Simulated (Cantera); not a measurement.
## Equilibrium for silicon nitride deposition: SiHCl₃ + NH₃ + H₂

Input: 1 mol SiHCl₃, 5.8 mol NH₃, 0.15 mol H₂, at 1500 K.

Method: chemical equilibrium by Gibbs-energy minimisation in Cantera with the NASA 1993 tables (ideal gas, pure condensed phases). Candidate condensed phases: NH₄Cl, Si, Si₃N₄; 28 gas species. The tables' values for SiCl₃, SiCl are old estimates; treat these amounts as uncertain. Rates play no part.

From 0.0375 Torr to 0.128 Torr the condensed part is Si(s). From 0.443 Torr to 750 Torr the condensed part is Si₃N₄(s). The main Si-bearing gas is SiCl₂ at 0.0375 Torr and SiCl₄ at 750 Torr. The share of Si in condensed phases is highest at 750 Torr (94.9 %) and lowest at 0.0375 Torr (21.9 %).

```json
[
 {"P (Pa)": "5", "log p H₂": "-4.50", "log p HCl": "-5.28", "log p N₂": "-4.98", "log p SiCl₂": "-5.55", "log p H": "-7.01", "log p SiCl₄": "-10.31", "log p SiCl₃": "-8.18", "log p SiHCl₃": "-10.52", "n Si(s)": "0.219", "n Si₃N₄(s)": "0"},
 {"P (Pa)": "17", "log p H₂": "-3.97", "log p HCl": "-4.75", "log p N₂": "-4.45", "log p SiCl₂": "-5.02", "log p H": "-6.74", "log p SiCl₄": "-9.25", "log p SiCl₃": "-7.39", "log p SiHCl₃": "-9.46", "n Si(s)": "0.222", "n Si₃N₄(s)": "0"},
 {"P (Pa)": "59", "log p H₂": "-3.43", "log p HCl": "-4.12", "log p N₂": "-3.94", "log p SiCl₂": "-4.56", "log p H": "-6.47", "log p SiCl₄": "-8.08", "log p SiCl₃": "-6.57", "log p SiHCl₃": "-8.38", "n Si(s)": "0", "n Si₃N₄(s)": "0.123"},
 {"P (Pa)": "210", "log p H₂": "-2.89", "log p HCl": "-3.48", "log p N₂": "-3.40", "log p SiCl₂": "-4.18", "log p H": "-6.20", "log p SiCl₄": "-6.95", "log p SiCl₃": "-5.82", "log p SiHCl₃": "-7.35", "n Si(s)": "0", "n Si₃N₄(s)": "0.189"},
 {"P (Pa)": "710", "log p H₂": "-2.36", "log p HCl": "-2.88", "log p N₂": "-2.89", "log p SiCl₂": "-3.86", "log p H": "-5.93", "log p SiCl₄": "-5.97", "log p SiCl₃": "-5.17", "log p SiHCl₃": "-6.43", "n Si(s)": "0", "n Si₃N₄(s)": "0.242"},
 {"P (Pa)": "2400", "log p H₂": "-1.84", "log p HCl": "-2.32", "log p N₂": "-2.37", "log p SiCl₂": "-3.59", "log p H": "-5.67", "log p SiCl₄": "-5.09", "log p SiCl₃": "-4.59", "log p SiHCl₃": "-5.60", "n Si(s)": "0", "n Si₃N₄(s)": "0.280"},
 {"P (Pa)": "8400", "log p H₂": "-1.29", "log p HCl": "-1.75", "log p N₂": "-1.83", "log p SiCl₂": "-3.36", "log p H": "-5.40", "log p SiCl₄": "-4.27", "log p SiCl₃": "-4.07", "log p SiHCl₃": "-4.80", "n Si(s)": "0", "n Si₃N₄(s)": "0.302"},
 {"P (Pa)": "29000", "log p H₂": "-0.76", "log p HCl": "-1.20", "log p N₂": "-1.30", "log p SiCl₂": "-3.16", "log p H": "-5.13", "log p SiCl₄": "-3.51", "log p SiCl₃": "-3.59", "log p SiHCl₃": "-4.05", "n Si(s)": "0", "n Si₃N₄(s)": "0.313"},
 {"P (Pa)": "100000", "log p H₂": "-0.22", "log p HCl": "-0.66", "log p N₂": "-0.76", "log p SiCl₂": "-2.98", "log p H": "-4.86", "log p SiCl₄": "-2.79", "log p SiCl₃": "-3.14", "log p SiHCl₃": "-3.33", "n Si(s)": "0", "n Si₃N₄(s)": "0.316"}
]
```
log p: log10 of the partial pressure in bar; n: condensed amount in mol.
